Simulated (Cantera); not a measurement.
Gas mixture: N2O = 0.24 (molar parts), at 100.0 Torr, frozen composition.

Cantera's kinetic-theory transport with the Lennard-Jones parameters of GRI-Mech 3.0, ideal gas; thermal conductivity in the mixture-averaged form. The composition is frozen, though it would react at the higher temperatures.

D: mixture-averaged diffusion coefficient of that species in the mixture.

```json
[
 {"T (K)": "400", "ρ (kg/m³)": "0.176", "cp (J/kg/K)": "970.3", "μ (µPa s)": "19.5", "λ (mW/m/K)": "25.5", "Pr": "0.741", "D (cm²/s) N2": "2.00", "D (cm²/s) C2H2": "1.60", "D (cm²/s) O": "3.19"},
 {"T (K)": "650", "ρ (kg/m³)": "0.109", "cp (J/kg/K)": "…", "μ (µPa s)": "…", "λ (mW/m/K)": "…", "Pr": "0.739", "D (cm²/s) N2": "…", "D (cm²/s) C2H2": "…", "D (cm²/s) O": "…"},
 {"T (K)": "900", "ρ (kg/m³)": "0.0784", "cp (J/kg/K)": "1227", "μ (µPa s)": "37.1", "λ (mW/m/K)": "61.5", "Pr": "0.740", "D (cm²/s) N2": "8.17", "D (cm²/s) C2H2": "6.82", "D (cm²/s) O": "12.9"},
 {"T (K)": "1150", "ρ (kg/m³)": "0.0614", "cp (J/kg/K)": "1285", "μ (µPa s)": "44.1", "λ (mW/m/K)": "77.1", "Pr": "0.736", "D (cm²/s) N2": "12.3", "D (cm²/s) C2H2": "10.4", "D (cm²/s) O": "19.5"},
 {"T (K)": "1400", "ρ (kg/m³)": "0.0504", "cp (J/kg/K)": "1327", "μ (µPa s)": "50.5", "λ (mW/m/K)": "91.4", "Pr": "0.733", "D (cm²/s) N2": "17.2", "D (cm²/s) C2H2": "14.5", "D (cm²/s) O": "27.0"},
 {"T (K)": "1650", "ρ (kg/m³)": "0.0428", "cp (J/kg/K)": "1359", "μ (µPa s)": "…", "λ (mW/m/K)": "…", "Pr": "0.732", "D (cm²/s) N2": "…", "D (cm²/s) C2H2": "…", "D (cm²/s) O": "…"}
]
```

Question: Complete the blanks.

Answer: 
- 650, cp (J/kg/K): 1127
- 650, μ (µPa s): 29.1
- 650, λ (mW/m/K): 44.4
- 650, D (cm²/s) N2: 4.69
- 650, D (cm²/s) C2H2: 3.86
- 650, D (cm²/s) O: 7.42
- 1650, μ (µPa s): 56.4
- 1650, λ (mW/m/K): 105
- 1650, D (cm²/s) N2: 22.6
- 1650, D (cm²/s) C2H2: 19.1
- 1650, D (cm²/s) O: 35.5
